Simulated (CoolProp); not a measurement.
Vapour-liquid equilibrium of n-pentane (1) + cyclohexane (2) at 97.15 °C; x and y are mole fractions of (1).

The numbers come from the multi-fluid Helmholtz-energy mixture model, Thol 2019 and Zhou 2014; pair parameters Bell 2016 in CoolProp.

Question: Give the bubble pressure and the first vapour's composition at x = 0.05, 0.8, 0.95. Is there an azeotrope?

Answer: x = 0.05: 183.9 kPa, y = 0.157; x = 0.8: 476.9 kPa, y = 0.916; x = 0.95: 535.8 kPa, y = 0.980. No azeotrope shows between x = 0.05 and 0.95.

The pair parameters rest on a limited set of measurements; away from them the model extrapolates.
